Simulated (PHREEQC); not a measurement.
A solution holds 8.8 mmol/kgw CaCl2, 10.5 mmol/kgw Na2SO4 and 0.04 mmol/kgw H4SiO4, at 25 °C. Closed to the air; pH follows from the charge balance.

Model: ion-association model, phreeqc.dat, run in PHREEQC.

Question: The ionic strength comes out as 0.0488 mol/kgw. What activity coefficients do SO4-2, Na+, Cl-, NaSO4-, Ca+2 get?

Answer: SO4-2 0.46, Na+ 0.83, Cl- 0.82, NaSO4- 0.83, Ca+2 0.48.

This is a speciation only: nothing precipitates in the calculation. Complexes and solids missing from the database can't appear.
